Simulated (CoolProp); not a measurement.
A single-stage vapour-compression cycle with R21: evaporating at 327.15 K (dew point), condensing at 381.15 K (bubble point), superheat 8 K, subcooling 8 K, compressor efficiency 0.7, no pressure losses. Each further row changes one setting.

Model: reference Helmholtz-energy equation of state, Platzer 1990, in CoolProp. This equation is an older, rougher fit; its heat capacities, sound speeds and derivatives of the liquid may be far off and weren't checked against measurements.

```csv
case,cooling COP,pressure ratio,discharge temperature (K),refrigerating effect (kJ/kg),volumetric capacity (kJ/m³)
as stated,3.56,3.52,419.3,166,2980
evaporating temperature 332.15 K,4.05,3.08,415.8,168,3430
condensing temperature 376.15 K,4.01,3.19,412.2,171,3080
subcooling 13 K,3.68,3.52,419.3,172,3080
superheat 18 K,3.55,3.52,430.3,173,2980
compressor efficiency 0.6,3.05,3.52,428.7,166,2980
```
